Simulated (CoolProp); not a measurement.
A closed Brayton cycle with carbon dioxide: compressor inlet 321.15 K and 7.6 MPa, high pressure 26.4 MPa, turbine inlet 780 K, compressor efficiency 0.8, turbine efficiency 0.9, recuperator effectiveness 0.9 (on enthalpy, no pinch check). Each further row changes one setting.

The numbers come from the reference Helmholtz-energy equation of state, Span 1996 in CoolProp.

```
case                           thermal efficiency (%)  net work (kJ/kg)  compressor to turbine work  compressor exit (K)  turbine exit (K)
-----------------------------  ----------------------  ----------------  --------------------------  -------------------  ----------------
as stated                                        30.4              77.3                        0.48                430.5             637.8
turbine inlet 730 K                               ___              65.8                         ___                430.5               ___
compressor inlet 331.15 K                         ___              69.0                         ___                  ___             637.8
high pressure 22.4 MPa                           30.4              71.2                        0.46                  ___               ___
recuperator effectiveness 0.5                    22.2              77.3                        0.48                430.5             637.8
```

Q: Fill in the missing entries.

A: 
- turbine inlet 730 K, thermal efficiency (%): 27.7
- turbine inlet 730 K, compressor to turbine work: 0.52
- turbine inlet 730 K, turbine exit (K): 593.0
- compressor inlet 331.15 K, thermal efficiency (%): 28.4
- compressor inlet 331.15 K, compressor to turbine work: 0.54
- compressor inlet 331.15 K, compressor exit (K): 448.1
- high pressure 22.4 MPa, compressor exit (K): 415.4
- high pressure 22.4 MPa, turbine exit (K): 656.0
